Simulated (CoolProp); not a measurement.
Properties of sulfur hexafluoride along the isobar 0.101 MPa (Tc = 318.7 K, pc = 3.755 MPa, ω = 0.210).

Computed with CoolProp (reference Helmholtz-energy equation of state, Guder 2009).

```json
[
 {"T (K)": "298.7", "phase": "gas", "density (kg/m³)": "6.007", "isothermal compressibility (1/MPa)": "10.01", "fugacity coefficient": "0.9889"},
 {"T (K)": "306.8", "phase": "gas", "density (kg/m³)": "5.843", "isothermal compressibility (1/MPa)": "10.00", "fugacity coefficient": "0.9898"},
 {"T (K)": "314.9", "phase": "gas", "density (kg/m³)": "5.688", "isothermal compressibility (1/MPa)": "9.996", "fugacity coefficient": "0.9906"},
 {"T (K)": "323", "phase": "gas", "density (kg/m³)": "5.541", "isothermal compressibility (1/MPa)": "9.988", "fugacity coefficient": "0.9914"},
 {"T (K)": "331.2", "phase": "gas", "density (kg/m³)": "5.400", "isothermal compressibility (1/MPa)": "9.981", "fugacity coefficient": "0.9921"},
 {"T (K)": "339.3", "phase": "gas", "density (kg/m³)": "5.268", "isothermal compressibility (1/MPa)": "9.975", "fugacity coefficient": "0.9927"},
 {"T (K)": "347.4", "phase": "gas", "density (kg/m³)": "5.142", "isothermal compressibility (1/MPa)": "9.969", "fugacity coefficient": "0.9933"},
 {"T (K)": "355.6", "phase": "gas", "density (kg/m³)": "5.021", "isothermal compressibility (1/MPa)": "9.963", "fugacity coefficient": "0.9938"}
]
```
